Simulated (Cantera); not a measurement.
**Adiabatic ignition**

An adiabatic, constant-volume homogeneous reactor starts with 23.7 % H2, 16.0 % O2, 60.2 % N2, at 975 K and 1.88 atm.

Model: GRI-Mech 3.0 (53 species, 325 reactions), integrated in Cantera.

```csv
t (s),T (K),P (bar),x H2,x O2,x N2O,x O,x NO,x H2O
3.00e-6,975,1.90,0.237,0.160,<1e-12,5.42e-12,<1e-12,1.78e-11
7.83e-6,975,1.90,0.237,0.160,<1e-12,1.27e-11,<1e-12,1.14e-10
2.04e-5,975,1.90,0.237,0.160,<1e-12,1.94e-11,<1e-12,5.46e-10
5.33e-5,975,1.90,0.237,0.160,<1e-12,2.15e-11,<1e-12,1.92e-9
0.000139,975,1.90,0.237,0.160,<1e-12,2.32e-11,<1e-12,5.76e-9
0.000363,975,1.90,0.237,0.160,<1e-12,2.81e-11,<1e-12,1.73e-8
0.000949,975,1.90,0.237,0.160,<1e-12,4.50e-11,<1e-12,6.05e-8
0.00248,975,1.90,0.237,0.160,<1e-12,1.34e-10,<1e-12,3.32e-7
0.00646,975,1.90,0.237,0.160,2.00e-12,1.52e-9,<1e-12,5.99e-6
0.0169,992,1.93,0.236,0.159,1.76e-10,2.95e-7,<1e-12,0.00155
0.0440,2771,4.84,0.0110,0.0385,1.58e-6,0.00435,0.0140,0.241
0.115,2771,4.84,0.0110,0.0385,1.58e-6,0.00435,0.0140,0.241
0.300,2771,4.84,0.0110,0.0385,1.58e-6,0.00435,0.0140,0.241
```
x: mole fraction; the columns are a selection and need not sum to one.

```json
{
  "time_of_steepest_temperature_rise": "17.4 ms",
  "temperature at 0.300 s": "2771 K",
  "equilibrium_temperature": "2771 K",
  "x(H2) at 0.300 s": "0.0110 (gas-phase equilibrium 0.0110)",
  "x(O2) at 0.300 s": "0.0385 (gas-phase equilibrium 0.0385)",
  "x(N2O) at 0.300 s": "1.58e-6 (gas-phase equilibrium 1.58e-6)"
}
```
